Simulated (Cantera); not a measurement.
Source: NASA polynomial tables (part measured, part estimated), evaluated in Cantera. Values are per mole of reaction as written; species without (g) are pure solids or liquids, kept so even where they would boil at 1 bar.

2 H2(g) + O2(g) → 2 H2O(g), with ΔH° = -483.7 kJ and ΔS° = -89.0 J/K at 300 K.

How far is the shortcut ΔG° ≈ ΔH°(300 K) − T·ΔS°(300 K) from the full temperature-dependent value at 1123, 1148, 1173, 1198, 1223, 1248, 1273, 1298, 1323 K?


| T (K) | shortcut (kJ) | full (kJ) | difference (kJ) | difference in log10 K |
|---|---|---|---|---|
| 1123 | -383.8 | -371.4 | -12.3 | 0.57 |
| 1148 | -381.5 | -368.6 | -12.9 | 0.59 |
| 1173 | -379.3 | -365.8 | -13.5 | 0.60 |
| 1198 | -377.1 | -363.0 | -14.1 | 0.61 |
| 1223 | -374.9 | -360.2 | -14.7 | 0.63 |
| 1248 | -372.6 | -357.4 | -15.3 | 0.64 |
| 1273 | -370.4 | -354.6 | -15.9 | 0.65 |
| 1298 | -368.2 | -351.7 | -16.5 | 0.66 |
| 1323 | -366.0 | -348.9 | -17.1 | 0.67 |
The shortcut ignores the heat-capacity change of the reaction.
